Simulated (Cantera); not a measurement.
# Thermodynamics of carbon deposition, reforming and gasification, feed C3H6 + O2 + N2

Charge: 1 mol C3H6, 0.089 mol O2, 0.97 mol N2, held at 1.00 Torr.

Method: chemical equilibrium by Gibbs-energy minimisation in Cantera with the NASA 1993 tables (ideal gas, pure condensed phases). Candidate condensed phases: C, C6H6, C7H8, C8H18, H2O; 136 gas species. Equilibrium is a limit: real reactors are often held back by kinetics, nucleation or transport.

```tsv
T (K)	log p H2	log p H	log p N2	log p CO	log p HCN	log p C3	log p CN	n C(graphite)
773	-3.02	-13.55	-3.50	-4.27	-10.59	<-14	<-14	2.83
923	-3.02	-11.12	-3.51	-4.24	-9.13	<-14	<-14	2.82
1073	-3.02	-9.36	-3.51	-4.24	-8.07	<-14	<-14	2.82
1223	-3.02	-8.03	-3.51	-4.24	-7.28	<-14	<-14	2.82
1373	-3.02	-6.99	-3.51	-4.24	-6.66	<-14	-13.20	2.82
1523	-3.02	-6.14	-3.51	-4.24	-6.17	<-14	-11.56	2.82
1673	-3.02	-5.45	-3.51	-4.24	-5.76	-14.76	-10.22	2.82
1823	-3.02	-4.87	-3.51	-4.24	-5.43	-12.64	-9.11	2.81
1973	-3.03	-4.39	-3.52	-4.25	-5.15	-10.85	-8.16	2.79
2123	-3.06	-3.98	-3.53	-4.26	-4.93	-9.32	-7.36	2.77
2273	-3.12	-3.64	-3.56	-4.28	-4.76	-8.00	-6.67	2.74
2423	-3.24	-3.37	-3.60	-4.32	-4.66	-6.84	-6.08	2.69
2573	-3.43	-3.18	-3.66	-4.37	-4.62	-5.82	-5.56	2.62
2723	-3.72	-3.07	-3.72	-4.42	-4.65	-4.92	-5.11	2.40
```
log p: log10 of the partial pressure in bar; n: condensed amount in mol.

From 773 K to 2723 K the condensed part is C(graphite). The main C-bearing gas is CO throughout. The share of C in condensed phases is highest at 773 K (94.2 %) and lowest at 2723 K (80.0 %).
